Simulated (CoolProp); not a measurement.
Vapour-liquid equilibrium of R152A (1) + isobutene (2) at 362 kPa; x and y are mole fractions of (1).

Computed with CoolProp (multi-fluid Helmholtz-energy mixture model, Outcalt 1996 and Lemmon 2005; pair parameters Bell 2016).

### Question
Give the bubble temperature and the first vapour's composition at x = 0.55, 0.65, 0.95. Is there an azeotrope?

### Answer
x = 0.55: 10.0 °C, y = 0.675; x = 0.65: 9.1 °C, y = 0.726; x = 0.95: 8.7 °C, y = 0.940. y crosses x between x = 0.75 and 0.85: the model has an azeotrope there.

Pair parameters are fitted to limited data, so mixtures are less certain than the pure fluids.
